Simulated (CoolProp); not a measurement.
Vapour-liquid equilibrium of neopentane (1) + n-pentane (2) at 106.05 °C; x and y are mole fractions of (1).

Values from CoolProp's multi-fluid Helmholtz-energy mixture model, Lemmon 2006 and Thol 2019; pair parameters Bell 2016.

```
x     bubble pressure (MPa)  y at the bubble point  dew pressure at overall composition x (MPa)  liquid density (mol/L)
----  ---------------------  ---------------------  -------------------------------------------  ----------------------
0.05                 0.7056                  0.080                                       0.6949                   7.299
0.2                  0.7896                  0.290                                       0.7514                   7.195
0.35                 0.8746                  0.465                                       0.8170                   7.088
0.5                  0.9607                  0.614                                       0.8936                   6.977
0.65                  1.048                  0.744                                       0.9835                   6.861
0.8                   1.137                  0.860                                        1.089                   6.740
0.95                  1.228                  0.966                                        1.213                   6.613
```

No azeotrope shows between x = 0.05 and 0.95.

Pair parameters are fitted to limited data, so mixtures are less certain than the pure fluids.
